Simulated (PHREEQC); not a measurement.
Nickel, zinc or cadmium bath with phosphoric acid bath (model solution)

Solution A (0.022 mol/kgw Ni(NO3)2 and 0.00022 mol/kgw H3BO3) is mixed with solution B (0.0038 mol NaH2PO4, 0.039 mol H2SO4 and 0.00062 mol H3AsO4 per kg of water) at 25 °C; shares are by mass of water, 1 kg in all. O2 is buffered at 0.21 atm. The system is closed to CO2. Solids allowed: Ni(OH)2, Ni3(PO4)2, Ni4(OH)6SO4, Ni3(AsO4)2:8H2O, Mirabilite, Morenosite. Others were left out.

Model: ion-association model, wateq4f.dat, run in PHREEQC.

Predict pH, Ni+2 (mol/kgw) at share of solution B = 0.1, 0.5.


| share of solution B | pH | Ni+2 (mol/kgw) |
|---|---|---|
| 0.1 | 2.23 | 0.0185 |
| 0.5 | 1.62 | 0.00867 |

Complexes and solids missing from the database can't appear. H3PO4, which wateq4f.dat lacks, is added to it with the constant of phreeqc.dat. The database has no phosphate complexes of Ni. The database has no arsenate complexes of Ni.
